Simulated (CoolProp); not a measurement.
Properties of R125 along the isotherm 342.6 K (Tc = 339.2 K, pc = 3.618 MPa, ω = 0.305).

Model: reference Helmholtz-energy equation of state, Lemmon 2005, in CoolProp.

```tsv
p (MPa)	phase	Z	Joule-Thomson coefficient (K/MPa)
0.0572	gas	0.9948	8.920
0.13	gas	0.9880	8.988
0.296	gas	0.9724	9.147
0.674	gas	0.9355	9.531
1.53	gas	0.8433	10.56
3.49	gas	0.5180	14.77
7.95	supercritical	0.3288	0.8883
18.1	supercritical	0.6527	0.08936
```
